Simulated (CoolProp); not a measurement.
Vapour-liquid equilibrium of propylene (1) + isobutane (2) at 832 kPa; x and y are mole fractions of (1).

The numbers come from the multi-fluid Helmholtz-energy mixture model, Lemmon 2013 and Bücker 2006; pair parameters Bell 2016 in CoolProp.

```tsv
x	bubble temperature, mixture model (K)	bubble temperature, Raoult's law (K)	y, mixture model	y, Raoult's law
0.05	326.9	327.3	0.123	0.135
0.2	318.1	317.2	0.368	0.433
0.35	312.0	308.9	0.536	0.629
0.5	306.3	302.1	0.683	0.764
0.65	300.3	296.3	0.815	0.860
0.8	293.8	291.3	0.921	0.931
0.95	287.4	286.9	0.987	0.985
```

The largest gap from Raoult's law is +4.2 K in bubble temperature, at x = 0.5. No azeotrope shows between x = 0.05 and 0.95.

The pair parameters rest on a limited set of measurements; away from them the model extrapolates. The gap from Raoult's law changes sign with composition, which may be real or a fault of the pair parameters; it wasn't checked against measurements.
